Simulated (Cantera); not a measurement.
A Cantera script and what it prints.

```python
import numpy as np
import cantera as ct

gas_names = """
    F F2 H HF H2 H2F2 H3F3 H4F4 H5F5 H6F6 H7F7 Si SiF SiF2 SiF3 SiF4 SiH SiHF3 SiH2 SiH2F2 SiH3 SiH3F
    SiH4 Si2 Si3
""".split()
cond_names = """
    Si(cr) Si(L)
""".split()


def load(file, names, dense=False):
    # The tables refer to 1 bar. Condensed volumes are neglected.
    table = {s.name: s for s in ct.Species.list_from_file(file)}
    out = []
    for n in names:
        d = dict(table[n].input_data)
        d["thermo"] = dict(d["thermo"], **{"reference-pressure": 1e5})
        if dense:
            d["equation-of-state"] = {"model": "constant-volume", "density": "1e6 g/cm^3"}
        out.append(ct.Species.from_dict(d))
    return out


gas = ct.Solution(thermo="ideal-gas", species=load("nasa_gas.yaml", gas_names))
cond = {s.name: ct.Solution(thermo="fixed-stoichiometry", species=[s], name=s.name)
        for s in load("nasa_condensed.yaml", cond_names, dense=True)}
atoms = {
    'Si': {'Si': 1},
    'HF': {'H': 1, 'F': 1},
}
top_T = {}  # K; cautious upper limits of use, not melting points


def equilibrate(T, P, feed):
    n = {}
    for name, mol in feed.items():
        for a, k in atoms[name].items():
            n[a] = n.get(a, 0.0) + k * mol
    gas.TPX = T, P, n
    mass = sum(n.values()) * gas.mean_molecular_weight
    gas.equilibrate("TP")
    valid = [c for c in cond.values() if c.min_temp <= T <= top_T.get(c.name, c.max_temp)]
    mix = ct.Mixture([(gas, mass / gas.mean_molecular_weight)] + [(c, 0.0) for c in valid])
    mix.T, mix.P = T, P
    mix.equilibrate("TP", solver="vcs", rtol=1e-11, max_steps=5000)
    return mix


results = []
T = 1025  # K
P = 13332.2  # Pa
for m in [1.8, 3.6, 5.3, 7.1, 8.9, 11, 12, 14, 16]:
    feed = {'Si': 1, 'HF': m}  # mol
    mix = equilibrate(T, P, feed)
    results.append((T, P, feed, dict(zip(mix.species_names, mix.species_moles))))

top = {s: max(r[3][s] / sum(r[3][g] for g in gas_names) for r in results) for s in gas_names}
cols = sorted((s for s in top if top[s] > 0.0001), key=lambda s: -top[s])[:7]
seen = [c for c in cond_names if any(r[3].get(c, 0) > 1e-12 for r in results)]
print("log10 of partial pressures in bar; condensed amounts in mol")
print(f"{'n(HF)':>10s}" + "".join(f"{s[:9]:>10s}" for s in cols + seen))
for T, P, feed, n in results:
    ng = sum(n[g] for g in gas_names)
    print(f"{feed['HF']:10.4g}" + "".join(f"{np.log10(max(n[s] / ng * P / 1e5, 1e-99)):10.3f}" for s in cols)
          + "".join(f"{n.get(c, 0):10.4g}" for c in seen))
```

It prints:

```
log10 of partial pressures in bar; condensed amounts in mol
     n(HF)        HF        H2      SiF4     SiHF3    SiH2F2      SiF3    Si(cr)
       1.8    -5.377    -1.056    -1.372    -2.544    -3.996    -4.072    0.5421
       3.6    -5.377    -1.056    -1.372    -2.544    -3.996    -4.072   0.08417
       5.3    -1.395    -1.208    -1.509    -6.814   -12.400    -8.267         0
       7.1    -1.169    -1.359    -1.660    -7.343   -13.306    -8.720         0
       8.9    -1.083    -1.472    -1.773    -7.654   -13.816    -8.975         0
        11    -1.030    -1.574    -1.875    -7.911   -14.228    -9.181         0
        12    -1.013    -1.615    -1.916    -8.011   -14.386    -9.260         0
        14    -0.989    -1.688    -1.989    -8.180   -14.652    -9.393         0
        16    -0.972    -1.750    -2.051    -8.322   -14.873    -9.503         0
```

These are equilibrium values from Cantera (NASA tables, ideal gas, pure condensed phases), not measurements of a reactor. The tables' values for SiF3 are old estimates; treat these amounts as uncertain.
